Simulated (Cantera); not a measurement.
An adiabatic, constant-pressure homogeneous reactor starts with CH₄ : C₂H₆ : O₂ : N₂ = 1 : 0.1 : 5.88 : 22.1 (molar parts), equivalence ratio 0.40, at 1525 K and 5.00 bar. Integrator tolerance rtol = 1e-08.

Cantera simulation using GRI-Mech 3.0 (53 species, 325 reactions); the numbers are that mechanism's predictions, not measurements.

Q: What does this change do: initial temperature 1525 to 1500 K?

A: 
```csv
quantity,before,after
time of steepest temperature rise,63.0 µs,76.9 µs
temperature at 1.00 s,2320 K,2300 K
equilibrium temperature,2320 K,2300 K
x(CH₄) at 1.00 s,<1e-12 (gas-phase equilibrium <1e-12),<1e-12 (gas-phase equilibrium <1e-12)
x(C₂H₆) at 1.00 s,<1e-12 (gas-phase equilibrium <1e-12),<1e-12 (gas-phase equilibrium <1e-12)
x(O₂) at 1.00 s,0.114 (gas-phase equilibrium 0.114),0.114 (gas-phase equilibrium 0.114)
x(H) at 1.00 s,7.43e-5 (gas-phase equilibrium 7.43e-5),6.32e-5 (gas-phase equilibrium 6.32e-5)
x(HCO) at 1.00 s,4.97e-11 (gas-phase equilibrium 4.97e-11),3.86e-11 (gas-phase equilibrium 3.86e-11)
x(O) at 1.00 s,0.000846 (gas-phase equilibrium 0.000846),0.000754 (gas-phase equilibrium 0.000754)
```

Q: What does this change do: constant volume in place of constant pressure?

A: 
```json
[
 {"quantity": "time of steepest temperature rise", "before": "63.0 µs", "after": "58.6 µs"},
 {"quantity": "temperature at 1.00 s", "before": "2320 K", "after": "2495 K"},
 {"quantity": "equilibrium temperature", "before": "2320 K", "after": "2495 K"},
 {"quantity": "x(CH₄) at 1.00 s", "before": "<1e-12 (gas-phase equilibrium <1e-12)", "after": "<1e-12 (gas-phase equilibrium <1e-12)"},
 {"quantity": "x(C₂H₆) at 1.00 s", "before": "<1e-12 (gas-phase equilibrium <1e-12)", "after": "<1e-12 (gas-phase equilibrium <1e-12)"},
 {"quantity": "x(O₂) at 1.00 s", "before": "0.114 (gas-phase equilibrium 0.114)", "after": "0.111 (gas-phase equilibrium 0.111)"},
 {"quantity": "x(H) at 1.00 s", "before": "7.43e-5 (gas-phase equilibrium 7.43e-5)", "after": "0.000185 (gas-phase equilibrium 0.000185)"},
 {"quantity": "x(HCO) at 1.00 s", "before": "4.97e-11 (gas-phase equilibrium 4.97e-11)", "after": "3.24e-10 (gas-phase equilibrium 3.24e-10)"},
 {"quantity": "x(O) at 1.00 s", "before": "0.000846 (gas-phase equilibrium 0.000846)", "after": "0.00165 (gas-phase equilibrium 0.00165)"}
]
```
